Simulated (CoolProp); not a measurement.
Properties of c-C4F8 (RC318) along the isobar 0.732 MPa (Tc = 115.2 °C, pc = 2.778 MPa, ω = 0.355).

Model: reference Helmholtz-energy equation of state, Platzer 1990, in CoolProp. This equation is an older, rougher fit; its heat capacities, sound speeds and derivatives of the liquid may be far off and weren't checked against measurements.

| T (°C) | phase | density (kg/m³) | conductivity (mW/(m K)) |
|---|---|---|---|
| 22.35 | liquid | 1512 | (withheld) |
| 38.25 | liquid | 1445 | 61.9 |
| 69.95 | gas | 60.67 | (withheld) |
| 85.85 | gas | 56.22 | (withheld) |
| 101.65 | gas | 52.64 | (withheld) |
| 117.55 | gas | 49.60 | (withheld) |
| 133.35 | gas | 47.00 | 20.1 |
| 149.25 | gas | 44.71 | 21.2 |
| 165.05 | gas | 42.68 | (withheld) |
| 180.95 | gas | 40.86 | 23.4 |
| 196.75 | gas | 39.22 | 24.6 |

Question: Fill in the missing entries.

Answer: 
- 22.35, conductivity (mW/(m K)): 66.2
- 69.95, conductivity (mW/(m K)): 15.7
- 85.85, conductivity (mW/(m K)): 16.8
- 101.65, conductivity (mW/(m K)): 17.8
- 117.55, conductivity (mW/(m K)): 19.0
- 165.05, conductivity (mW/(m K)): 22.3

Thermal conductivity comes from a separate model (Huber 2003), an estimate that may be off by 10 % or more.
